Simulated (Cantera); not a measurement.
## Catalytic combustion on Pt

An isothermal plug-flow reactor at 1025 K and 1.00 atm (inlet), inlet velocity 0.046 m/s, active area per volume 490 1/m; feed 0.505 % CH4, 4.57 % O2, 94.9 % N2.

Computed with Cantera and Deutschmann's 1995 Pt surface mechanism with GRI-Mech 3.0 gas chemistry. Catalytic surfaces can have several steady states; this one follows from the mechanism file's or the stated starting coverage. Mass transfer to the wall is taken as infinitely fast.

```tsv
z (m)	x CH4	x O2	x H2O	x CO2	x CO	θ free Pt	θ O*	θ OH*
0.0001	0.00432	0.0442	0.00145	0.000720	2.81e-6	0.272	0.728	0.000720
0.00019	0.00375	0.0431	0.00258	0.00129	2.44e-6	0.273	0.726	0.000952
0.00033	0.00301	0.0416	0.00407	0.00203	1.97e-6	0.274	0.724	0.00119
0.00059	0.00197	0.0395	0.00612	0.00306	1.30e-6	0.277	0.722	0.00146
0.001	0.00100	0.0376	0.00806	0.00402	6.68e-7	0.279	0.720	0.00167
0.0019	0.000220	0.0361	0.00961	0.00480	1.53e-7	0.281	0.718	0.00183
0.0033	2.03e-5	0.0357	0.0100	0.00500	1.98e-8	0.281	0.717	0.00187
0.0059	2.39e-7	0.0356	0.0101	0.00502	3.63e-9	0.281	0.717	0.00187
0.01	2.50e-10	0.0356	0.0101	0.00502	1.76e-9	0.281	0.717	0.00187
```
x: gas mole fraction; θ: surface coverage.
